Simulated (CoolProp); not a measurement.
Aqueous ammonia as a coolant, 4 % by mass, freezing at -4.8 °C, 1 atm.

Values from CoolProp's Melinder's fits for secondary coolants.

| T (°C) | viscosity (mPa s) | Prandtl number | conductivity (W/(m K)) | cp (kJ/(kg K)) |
|---|---|---|---|---|
| -2.6 | 2.15 | 17.3 | 0.524 | 4.218 |
| 0.9 | 1.88 | 14.8 | 0.533 | 4.212 |
| 4.4 | 1.67 | 13.0 | 0.541 | 4.205 |
| 7.9 | 1.49 | 11.5 | 0.548 | 4.199 |
| 11.4 | 1.35 | 10.3 | 0.554 | 4.194 |
| 14.9 | 1.24 | 9.26 | 0.560 | 4.190 |
| 18.4 | 1.13 | 8.40 | 0.565 | 4.186 |
| 21.9 | 1.04 | 7.64 | 0.571 | 4.184 |
| 25.5 | 0.955 | 6.93 | 0.577 | 4.184 |
